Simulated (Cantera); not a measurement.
Mixture: CH₄ : C₂H₆ : O₂ : N₂ = 1 : 0.1 : 1.68 : 6.31 (molar parts), at 0.987 atm, adiabatic and at constant pressure. Ignition delay is the time to a rise of 400 K.

Model: GRI-Mech 3.0 (53 species, 325 reactions), integrated in Cantera.

### Question
Predict: delay at 1173 K; delay at 1223 K; delay at 1273 K; delay at 1323 K; delay at 1373 K; delay at 1423 K; delay at 1473 K; apparent activation energy between 1373 and 1473 K.

### Answer
| Property | Result |
|---|---|
| delay at 1173 K | 8.91 ms |
| delay at 1223 K | 5.05 ms |
| delay at 1273 K | 2.95 ms |
| delay at 1323 K | 1.74 ms |
| delay at 1373 K | 1.05 ms |
| delay at 1423 K | 0.637 ms |
| delay at 1473 K | 0.395 ms |
| apparent activation energy between 1373 and 1473 K | 160 kJ/mol |
